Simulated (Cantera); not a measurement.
Charge: 1 mol C₆H₆, 0.021 mol O₂, 20 mol H₂, 0.12 mol H₂O, held at 2050 °C.

Cantera equilibrium calculation (NASA polynomials, part measured and part estimated; ideal gas, pure solids and liquids). Candidate condensed phases: C, C₆H₆, C₇H₈, C₈H₁₈, H₂O; 110 gas species. The numbers say what is thermodynamically allowed, not how fast it happens.

Q: At 10.0 Pa, list the 7 most abundant gas species with their mole fractions, and the condensed phases.

A: H 0.644, H₂ 0.349, CO 0.00472, C₂H₂ (acetylene) 0.00169, C₃ 0.000255, C₂H 0.000149, C 0.000121. Condensed: C(graphite).
